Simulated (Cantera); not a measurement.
Feed: 1 mol Si3N4, 1 mol N2O, 970 mol N2, at 1798.15 K.

Cantera equilibrium calculation (NASA polynomials, part measured and part estimated; ideal gas, pure solids and liquids). Candidate condensed phases: Si, SiO2, Si2N2O, Si3N4; 16 gas species. Mutual solubility and eutectic melting of coexisting phases are not modelled. Equilibrium is a limit: real reactors are often held back by kinetics, nucleation or transport.

Which condensed phases are stable at each of these points (P (Pa)): 0.100, 0.750, 5.60, 42, 320, 2400, 18000, 130000, 1000000?


```csv
P (Pa),condensed phases,Si condensed (%)
0.100,gas only,0.0
0.750,gas only,0.0
5.60,gas only,0.0
42,gas only,0.0
320,Si(l),31.4
2400,Si3N4(s),64.2
18000,Si2N2O(s) + Si3N4(s),79.1
130000,Si2N2O(s) + Si3N4(s),98.5
1000000,Si2N2O(s) + Si3N4(s),99.9
```

From 0.100 Pa to 42.0 Pa nothing is condensed. At 320 Pa the condensed part is Si(l). At 2400 Pa the condensed part is Si3N4(s). From 18000 Pa to 1000000 Pa the condensed part is Si2N2O(s) + Si3N4(s).
